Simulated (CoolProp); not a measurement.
A simple Rankine cycle with R1336mzz(E): condensing at 294.15 K, boiler at 0.672 MPa, turbine inlet 341.3 K, turbine efficiency 0.75, pump efficiency 0.6, no recuperator. Each further row changes one setting.

Computed with CoolProp (reference Helmholtz-energy equation of state, Akasaka 2023).

| case | thermal efficiency (%) | net work (kJ/kg) | heat in (kJ/kg) | turbine exit temperature (K) | volume ratio over the turbine |
|---|---|---|---|---|---|
| as stated | ? | ? | 178 | 313.4 | ? |
| turbine inlet 361.3 K | 8.1 | 15.9 | 197 | 334.1 | 4.14 |
| condensing temperature 286.15 K | 9.5 | ? | 187 | ? | 5.74 |
| boiler pressure 0.47 MPa | 6.3 | 11.4 | ? | 321.9 | 2.86 |
| turbine efficiency 0.65 | 7.1 | 12.5 | 178 | ? | ? |

Problem. What belongs in the gaps?

Solution. 
- as stated, thermal efficiency (%): 8.2
- as stated, net work (kJ/kg): 14.5
- as stated, volume ratio over the turbine: 4.26
- condensing temperature 286.15 K, net work (kJ/kg): 17.8
- condensing temperature 286.15 K, turbine exit temperature (K): 308.6
- boiler pressure 0.47 MPa, heat in (kJ/kg): 182
- turbine efficiency 0.65, turbine exit temperature (K): 315.8
- turbine efficiency 0.65, volume ratio over the turbine: 4.30
